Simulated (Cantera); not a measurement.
A closed system holds: 1 mol Si3N4, 57 mol HCl, at 1375 K and 2.20 Pa.

Cantera equilibrium calculation (NASA polynomials, part measured and part estimated; ideal gas, pure solids and liquids). Candidate condensed phases: NH4Cl, Si, Si3N4; 28 gas species. The tables' values for SiCl3 are old estimates; treat these amounts as uncertain. The numbers say what is thermodynamically allowed, not how fast it happens.

Base state: HCl 0.856, H2 0.0564, SiCl2 0.0444, N2 0.0340, SiCl3 0.00451, Cl 0.00218, SiCl4 0.00211, H 0.000173 (mole fractions); condensed: gas only.

**Question.** What changes in the equilibrium state with this change: temperature from 1375 K to 1825 K?

**Answer.** 
| species | before | after |
|---|---|---|
| HCl | 0.856 | 0.646 |
| Cl | 0.00218 | 0.144 |
| H2 | 0.0564 | 0.103 |
| H | 0.000173 | 0.0301 |
| N2 | 0.0340 | 0.0309 |
| SiCl2 | 0.0444 | 0.0449 |
| Si | 2.21e-8 | 0.000764 |
| SiCl4 | 0.00211 | 1.27e-6 |
| SiCl | 8.71e-7 | 0.000540 |
| SiCl3 | 0.00451 | 0.000192 |
The tables' values for SiCl, SiCl3 are old estimates; treat these amounts as uncertain.
